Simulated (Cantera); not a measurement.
An isothermal, constant-pressure homogeneous reactor starts with C₂H₆ : N₂ = 1 : 2.2 (molar parts), at 1150 K and 10.00 Torr. Integrator tolerance rtol = 1e-08.

Model: GRI-Mech 3.0 (53 species, 325 reactions), integrated in Cantera. GRI-Mech 3.0 stops at C3 and has no aromatics, soot or wall deposition, so with more carbon than oxygen in the feed, carbon stays in small species such as C2H2 where larger ones or solid carbon would form. Radical loss at walls, strong at low pressure, is not modelled.

```json
[
 {"quantity": "x(C₂H₆) at 20.0 s", "before": "0.000117 (gas-phase equilibrium 1.33e-5)", "after": "5.37e-11 (gas-phase equilibrium 4.04e-11)"},
 {"quantity": "x(H) at 20.0 s", "before": "8.33e-7 (gas-phase equilibrium 3.47e-7)", "after": "0.00353 (gas-phase equilibrium 0.00354)"},
 {"quantity": "x(CH₃) at 20.0 s", "before": "2.96e-6 (gas-phase equilibrium 1.88e-6)", "after": "7.79e-6 (gas-phase equilibrium 6.95e-6)"},
 {"quantity": "x(CH₄) at 20.0 s", "before": "0.0481 (gas-phase equilibrium 0.0824)", "after": "4.21e-5 (gas-phase equilibrium 3.76e-5)"},
 {"quantity": "x(C₂H) at 20.0 s", "before": "2.56e-11 (gas-phase equilibrium 1.59e-11)", "after": "2.10e-5 (gas-phase equilibrium 1.36e-5)"},
 {"quantity": "x(H₂) at 20.0 s", "before": "0.249 (gas-phase equilibrium 0.285)", "after": "0.382 (gas-phase equilibrium 0.382)"}
]
```

Task: Name the change that produced these shifts.
A. N2 2.2 to 0.24 parts
B. N2 2.2 to 4.8 parts
C. temperature 1150 to 1875 K
D. C2H6 1 to 0.71 parts

Result: C, temperature 1150 to 1875 K
